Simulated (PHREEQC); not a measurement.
2 g of hydrous ferric oxide (600 m²/g; 0.2 weak and 0.005 strong sites per Fe, Dzombak-Morel constants, diffuse double layer) in 1 kg of water with 0.3 mol/kgw of an inert sodium salt, at 25 °C; the pH is set by adding NaOH or the inert anion's acid. Oxygen alone is held at its pressure in air (log pO2 = -0.68). The system is closed to CO2. Precipitation was switched off in this run.

Base run: PHREEQC, ion-association model, wateq4f.dat. Each further column changes one thing. The table gives surface potential ψ (mV).

```csv
pH,base,background salt from 0.3 to 0.03 mol/kgw,oxide from 2 to 10 g/kgw,0.00045 mol/kgw CuSO4 added
3,125,…,125,115
3.5,125,176,124,114
4,123,…,122,113
4.5,118,156,118,109
5,110,141,109,102
5.5,98,123,…,…
6,83,103,82,79
6.5,65,81,65,65
7,46,57,46,50
7.5,26,…,26,33
8,5,6,5,13
8.5,-17,-21,-17,-8
9,-38,-46,-38,…
```

**Question.** What belongs in the gaps?

**Answer.** 
- 3, background salt from 0.3 to 0.03 mol/kgw: 179
- 4, background salt from 0.3 to 0.03 mol/kgw: 168
- 5.5, oxide from 2 to 10 g/kgw: 97
- 5.5, 0.00045 mol/kgw CuSO4 added: 91
- 7.5, background salt from 0.3 to 0.03 mol/kgw: 32
- 9, 0.00045 mol/kgw CuSO4 added: -29

The oxide is taken as insoluble; below pH 4 it would dissolve. The database's constant for dissolved Cu(OH)2 is higher than later reviews accept.
